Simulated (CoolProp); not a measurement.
Computed with CoolProp (reference Helmholtz-energy equation of state, Zhou 2011).

Task: For dimethyl carbonate, give the phase and the cp (kJ/(kg K)), cv (kJ/(kg K)) at 538.6 K and 40200 kPa.

Result: 
- 538.6 K and 40200 kPa: liquid; cp 2.24, cv 1.77
